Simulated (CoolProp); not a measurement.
Vapour-liquid equilibrium of n-hexane (1) + toluene (2) at 14.5 kPa; x and y are mole fractions of (1).

The numbers come from the multi-fluid Helmholtz-energy mixture model, Thol 2019 and Lemmon 2006; pair parameters Bell 2016 in CoolProp.

| x | bubble temperature, mixture model (°C) | bubble temperature, Raoult's law (°C) | y, mixture model | y, Raoult's law |
|---|---|---|---|---|
| 0.05 | 47.9 | 50.2 | 0.262 | 0.188 |
| 0.15 | 39.7 | 43.9 | 0.535 | 0.448 |
| 0.25 | 34.5 | 38.8 | 0.672 | 0.614 |
| 0.35 | 30.7 | 34.6 | 0.754 | 0.726 |
| 0.45 | 27.9 | 31.0 | 0.812 | 0.805 |
| 0.55 | 25.5 | 27.8 | 0.856 | 0.864 |
| 0.65 | 23.5 | 25.1 | 0.893 | 0.908 |
| 0.75 | 21.7 | 22.7 | 0.925 | 0.942 |
| 0.85 | 20.0 | 20.5 | 0.956 | 0.969 |
| 0.95 | 18.4 | 18.5 | 0.985 | 0.991 |

The largest gap from Raoult's law is -4.3 K in bubble temperature, at x = 0.25. No azeotrope shows between x = 0.05 and 0.95.

Pair parameters are fitted to limited data, so mixtures are less certain than the pure fluids.
